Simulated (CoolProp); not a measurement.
Fluoroethane (R161) at 431.73 K and 0.171 MPa is throttled through a valve to 0.0851 MPa with no heat exchange. Each further row changes one setting.

Values from CoolProp's reference Helmholtz-energy equation of state, Wu 2012.

```tsv
case	temperature change (K)	final density (kg/m³)
as stated	-0.6	1.15
outlet pressure 0.0255 MPa	-1.0	0.343
outlet pressure 0.111 MPa	-0.4	1.49
```
